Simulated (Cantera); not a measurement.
**Si + F2 + N2 (silicon etching in halogen gases)**

Feed: 1 mol Si, 5.9 mol F2, 0.29 mol N2, equilibrated at 22.0 mbar.

These are equilibrium values from Cantera (NASA tables, ideal gas, pure condensed phases), not measurements of a reactor. Candidate condensed phases: Si, Si3N4; 16 gas species. The numbers say what is thermodynamically allowed, not how fast it happens.

From 775 K to 1450 K nothing is condensed. The main Si-bearing gas is SiF4 throughout.

| T (K) | log p F | log p F2 | log p SiF4 | log p NF3 | log p N2 |
|---|---|---|---|---|---|
| 775 | -3.17 | -1.83 | -2.35 | -2.81 | -3.29 |
| 850 | -2.69 | -1.84 | -2.39 | -3.45 | -2.99 |
| 925 | -2.31 | -1.91 | -2.42 | -4.20 | -2.97 |
| 1000 | -2.04 | -2.07 | -2.47 | -5.00 | -3.01 |
| 1075 | -1.87 | -2.33 | -2.53 | -5.88 | -3.07 |
| 1150 | -1.78 | -2.68 | -2.58 | -6.84 | -3.11 |
| 1225 | -1.75 | -3.06 | -2.60 | -7.78 | -3.14 |
| 1300 | -1.73 | -3.45 | -2.61 | -8.67 | -3.15 |
| 1375 | -1.73 | -3.80 | -2.61 | -9.48 | -3.15 |
| 1450 | -1.73 | -4.12 | -2.61 | -10.22 | -3.15 |
log p: log10 of the partial pressure in bar; nothing condenses.
